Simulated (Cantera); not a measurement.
Input: 1 mol CH2F2, 0.064 mol F2, held at 1398 K and 0.0533 Torr.

These are equilibrium values from Cantera (NASA tables, ideal gas, pure condensed phases), not measurements of a reactor. Candidate condensed phases: C, C6H6, C7H8, C8H18; 95 gas species. Gases not in the tables: C2F6 and larger saturated fluorocarbons. The numbers say what is thermodynamically allowed, not how fast it happens.

Base state: HF 0.984, CF4 0.0156, F 0.000142, CF2 0.000124 (mole fractions); condensed: C(graphite).

Task: What changes in the equilibrium state with this change: CH2F2 replaced by CH3Cl?

Result: 
| species | before | after |
|---|---|---|
| HCl | 0 | 0.484 |
| H2 | 2.37e-9 | 0.453 |
| HF | 0.984 | 0.0620 |
| CF4 | 0.0156 | <1e-9 |
| Cl | 0 | 0.000333 |
| F | 0.000142 | <1e-9 |
| C(graphite), mol | 0.968 | 1.000 |
